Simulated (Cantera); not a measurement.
Mixture: CH4 : C2H6 : C3H8 : O2 : N2 = 1 : 0.063 : 0.19 : 3.27 : 12.3 (molar parts), equivalence ratio 0.97, at 22.7 atm, adiabatic and at constant pressure. Ignition delay is the time to a rise of 400 K.

Detailed kinetics in Cantera: GRI-Mech 3.0 (53 species, 325 reactions). GRI-Mech 3.0 was tuned for natural gas; its chemistry of propane as a main component is partial and can be far from experiment. The pressure lies above the range GRI-Mech 3.0 was tuned for (to about 10 atm).

### Question
What does this change do: 0.12 parts H2 added?

### Answer
```
quantity                                                before       after
--------------------------------------------------  ----------  ----------
delay at 1300 K                                       0.188 ms    0.136 ms
delay at 1450 K                                        33.6 µs     28.7 µs
delay at 1600 K                                        8.32 µs     7.63 µs
delay at 1750 K                                        2.88 µs     2.72 µs
delay at 1900 K                                        1.30 µs     1.24 µs
apparent activation energy between 1750 and 1900 K  150 kJ/mol  140 kJ/mol
```

### Question
What does this change do: C2H6 0.063 to 0.032 parts?

### Answer
```
quantity                                                before       after
--------------------------------------------------  ----------  ----------
delay at 1300 K                                       0.188 ms    0.229 ms
delay at 1450 K                                        33.6 µs     37.6 µs
delay at 1600 K                                        8.32 µs     8.88 µs
delay at 1750 K                                        2.88 µs     3.00 µs
delay at 1900 K                                        1.30 µs     1.34 µs
apparent activation energy between 1750 and 1900 K  150 kJ/mol  150 kJ/mol
```
